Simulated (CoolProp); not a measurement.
Dry air at 293.15 K and 9.34 MPa flows at 0.63 m/s in a round tube of 20 mm bore and 1.5 µm roughness, fully developed (64/Re and Nu = 3.66 if laminar; Colebrook and Gnielinski if turbulent). Each further row changes one setting.

The numbers come from the reference Helmholtz-energy equation of state, Lemmon 2000 in CoolProp. It is a pseudo-pure fit of the blend.

```json
[
 {"case": "as stated", "Reynolds number": "70100", "Darcy friction factor": "0.0197", "pressure drop (Pa/m)": "22.0", "heat-transfer coefficient (W/(m² K))": "222", "mass flow (kg/h)": "80.1"},
 {"case": "velocity 1.26 m/s", "Reynolds number": "140000", "Darcy friction factor": "(withheld)", "pressure drop (Pa/m)": "77.0", "heat-transfer coefficient (W/(m² K))": "389", "mass flow (kg/h)": "160"},
 {"case": "diameter 40 mm", "Reynolds number": "140000", "Darcy friction factor": "(withheld)", "pressure drop (Pa/m)": "9.50", "heat-transfer coefficient (W/(m² K))": "192", "mass flow (kg/h)": "(withheld)"}
]
```

### Question
Some entries are withheld; supply them.

### Answer

- velocity 1.26 m/s, Darcy friction factor: 0.0173
- diameter 40 mm, Darcy friction factor: 0.0170
- diameter 40 mm, mass flow (kg/h): 320

Viscosity comes from a separate model (Lemmon 2004). Thermal conductivity comes from a separate model (Lemmon 2004).
